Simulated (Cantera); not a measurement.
Cantera run:

```python
import numpy as np
import cantera as ct

gas_names = [...]  # 95 gases of nasa_gas.yaml made of C, F, H
cond_names = """
    C(gr) C6H6(L) C7H8(L) C8H18(L),n-octa
""".split()


# ... load() reads the species with a 1 bar reference pressure and builds the phases ...
atoms = {
    'C2F6': {'C': 2, 'F': 6},
    'H2': {'H': 2},
    'CH4': {'C': 1, 'H': 4},
}
top_T = {'C(gr)': 4500}  # K; cautious upper limits of use, not melting points


# ... equilibrate(T, P, feed) seeds the gas with the atoms and calls Mixture.equilibrate('TP', solver="vcs", rtol=1e-11, max_steps=5000) ...
results = []
feed = {'C2F6': 1, 'H2': 0.17, 'CH4': 0.75}  # mol
P = 133.322  # Pa
for T in [898, 1098, 1298, 1498, 1698, 1898, 2098, 2298, 2498, 2698, 2898, 3098, 3298, 3498]:
    mix = equilibrate(T, P, feed)
    results.append((T, P, feed, dict(zip(mix.species_names, mix.species_moles))))

top = {s: max(r[3][s] / sum(r[3][g] for g in gas_names) for r in results) for s in gas_names}
cols = sorted((s for s in top if top[s] > 1e-05), key=lambda s: -top[s])[:9]
seen = [c for c in cond_names if any(r[3].get(c, 0) > 1e-12 for r in results)]
print("log10 of partial pressures in bar; condensed amounts in mol")
print(f"{'T/K':>10s}" + "".join(f"{s[:9]:>10s}" for s in cols + seen))
for T, P, feed, n in results:
    ng = sum(n[g] for g in gas_names)
    print(f"{T:10.4g}" + "".join(f"{np.log10(max(n[s] / ng * P / 1e5, 1e-99)):10.3f}" for s in cols)
          + "".join(f"{n.get(c, 0):10.4g}" for c in seen))
```

Result:

```
log10 of partial pressures in bar; condensed amounts in mol
       T/K        HF         F         H         C       CF4       CF2        C3        CF        C2     C(gr)
       898    -2.954   -13.997   -16.586   -33.554    -3.655   -12.774   -37.233   -21.773   -38.271     2.085
      1098    -2.954   -10.651   -13.797   -25.931    -3.655    -9.778   -28.359   -16.602   -29.434     2.085
      1298    -2.954    -8.334   -11.852   -20.659    -3.655    -7.715   -22.242   -13.033   -23.332     2.085
      1498    -2.954    -6.634   -10.418   -16.798    -3.656    -6.210   -17.777   -10.424   -18.870     2.084
      1698    -2.957    -5.336    -9.313   -13.848    -3.669    -5.072   -14.378    -8.439   -15.466     2.075
      1898    -2.976    -4.336    -8.429   -11.523    -3.775    -4.227   -11.709    -6.900   -12.788     2.026
      2098    -3.043    -3.652    -7.636    -9.643    -4.368    -3.801    -9.559    -5.786   -10.625     1.992
      2298    -3.098    -3.367    -6.696    -8.092    -5.978    -4.013    -7.793    -5.149    -8.844     2.307
      2498    -3.121    -3.280    -5.730    -6.791    -7.937    -4.498    -6.317    -4.768    -7.353     2.527
      2698    -3.143    -3.261    -4.852    -5.684    -9.832    -5.026    -5.067    -4.504    -6.086     2.428
      2898    -3.254    -3.283    -4.146    -4.732   -11.617    -5.560    -3.995    -4.315    -4.997    0.6212
      3098    -3.469    -3.237    -3.716    -4.218   -13.224    -6.210    -4.011    -4.403    -4.681         0
      3298    -3.837    -3.195    -3.517    -3.856   -14.721    -6.870    -4.296    -4.569    -4.584         0
      3498    -4.308    -3.184    -3.457    -3.636   -16.254    -7.609    -4.848    -4.844    -4.697         0
```

Equilibrium computed with Cantera from the NASA thermochemical tables; the gas is ideal and each condensed phase is pure. The feed counts by its element totals alone. Condensed phases not in the tables: fluorocarbon polymer. Gases not in the tables: C2F6 and larger saturated fluorocarbons.
